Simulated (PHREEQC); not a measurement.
Solution (25 °C): 0.26 mol/kgw AlCl3. Closed to the air; pH follows from the charge balance.

Equilibrium calculation in PHREEQC: ion-association model, wateq4f.dat.

```
Item                      Value
-----------------  ------------
pH                         3.08
ionic strength     1.56 mol/kgw
activity of water         0.982
```

```tsv
species	molality	activity	log γ
Cl-	0.780	0.451	-0.238
Al+3	0.259	0.0155	-1.222
H+	0.00114	0.000831	-0.136
AlOH+2	0.00113	0.000182	-0.792
Al(OH)2+	2.67e-6	1.69e-6	-0.198
```

This is a speciation only: nothing precipitates in the calculation. Caution: at this ionic strength the ion-association model is outside its range; a Pitzer model would be the better tool where its parameters exist.
